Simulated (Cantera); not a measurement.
A Cantera script and its output.

```python
import numpy as np
import cantera as ct

gas = ct.Solution("gri30.yaml")
gas.TPX = 1575, 100000, {'NO': 1, 'N2': 7.4}
reactor = ct.IdealGasConstPressureReactor(gas, energy="off", clone=False)
net = ct.ReactorNet([reactor])
net.rtol, net.atol = 1e-08, 1e-18
show = ['NO', 'N2', 'NO2', 'N2O', 'O2']
times = np.geomspace(2e-05, 200, 13)

steps = ct.SolutionArray(gas, extra=["t"])
rows = []
print(f"{'t/s':>10s}{'T/K':>9s}{'P/Pa':>11s}" + "".join(f"{s:>11s}" for s in show))
for t in times:
    while net.time < t:
        t_next = net.step()
        steps.append(gas.state, t=t_next)
    rows.append([np.interp(t, steps.t, y) for y in (steps.T, steps.P, *steps(*show).X.T)])
    print(f"{t:10.3e}{rows[-1][0]:9.1f}{rows[-1][1]:11.4g}" + "".join(f"{x:11.3e}" for x in rows[-1][2:]))
rate = np.gradient(steps.T, steps.t)
print("integrator steps:", len(steps.t))
if steps.T.max() > steps.T[0] + 200:
    print(f"time of steepest temperature rise: {steps.t[rate.argmax()]:.4e} s")
gas.TPX = 1575, 100000, {'NO': 1, 'N2': 7.4}
gas.equilibrate("TP")
print(f"equilibrium (TP): T = {gas.T:.1f} K  " + "  ".join(f"{s} {gas[s].X[0]:.3e}" for s in show))
```

It prints:

```
       t/s      T/K       P/Pa         NO         N2        NO2        N2O         O2
 2.000e-05   1575.0      1e+05  1.190e-01  8.810e-01  1.290e-09  6.543e-09  7.576e-13
 7.662e-05   1575.0      1e+05  1.190e-01  8.810e-01  1.321e-08  2.502e-08  7.909e-12
 2.936e-04   1575.0      1e+05  1.190e-01  8.810e-01  8.179e-08  9.521e-08  5.419e-11
 1.125e-03   1575.0      1e+05  1.190e-01  8.810e-01  3.623e-07  3.553e-07  3.452e-10
 4.309e-03   1575.0      1e+05  1.190e-01  8.810e-01  1.550e-06  1.233e-06  4.055e-09
 1.651e-02   1575.0      1e+05  1.190e-01  8.810e-01  7.146e-06  3.335e-06  1.283e-07
 6.325e-02   1575.0      1e+05  1.190e-01  8.810e-01  2.522e-05  5.017e-06  5.570e-06
 2.423e-01   1575.0      1e+05  1.189e-01  8.810e-01  3.263e-05  5.093e-06  6.100e-05
 9.283e-01   1575.0      1e+05  1.184e-01  8.813e-01  3.639e-05  5.054e-06  2.851e-04
 3.557e+00   1575.0      1e+05  1.167e-01  8.821e-01  4.765e-05  4.907e-06  1.132e-03
 1.363e+01   1575.0      1e+05  1.105e-01  8.852e-01  7.245e-05  4.400e-06  4.197e-03
 5.220e+01   1575.0      1e+05  9.156e-02  8.947e-01  1.022e-04  3.027e-06  1.364e-02
 2.000e+02   1575.0      1e+05  5.394e-02  9.135e-01  9.150e-05  1.083e-06  3.246e-02
integrator steps: 969
equilibrium (TP): T = 1575.0 K  NO 1.009e-03  N2 9.400e-01  NO2 2.299e-06  N2O 6.621e-08  O2 5.902e-02
```

Detailed kinetics in Cantera: GRI-Mech 3.0 (53 species, 325 reactions).
